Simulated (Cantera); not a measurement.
A closed system holds: 1 mol CF4, 0.011 mol F2, held at 827 °C and 800 Pa.

These are equilibrium values from Cantera (NASA tables, ideal gas, pure condensed phases), not measurements of a reactor. Candidate condensed phases: C; 13 gas species. Gases not in the tables: C2F6 and larger saturated fluorocarbons. Equilibrium is a limit: real reactors are often held back by kinetics, nucleation or transport.

Base state: CF4 0.979, F 0.0214, F2 6.26e-5 (mole fractions); condensed: gas only.

Task: What changes in the equilibrium state with this change: CF4 replaced by c-C4F8?

Result: 
```json
[
 {"species": "CF4", "before": "0.979", "after": "1.00"},
 {"species": "F", "before": "0.0214", "after": "7.29e-9"},
 {"species": "F2", "before": "6.26e-5", "after": "<1e-9"},
 {"species": "C(graphite), mol", "before": "0", "after": "1.99"}
]
```
The feed counts by its element totals alone.

Task: What changes in the equilibrium state with this change: pressure from 800 Pa to 100000 Pa?

Result: 
```json
[
 {"species": "CF4", "before": "0.979", "after": "0.982"},
 {"species": "F", "before": "0.0214", "after": "0.0145"},
 {"species": "F2", "before": "6.26e-5", "after": "0.00357"}
]
```
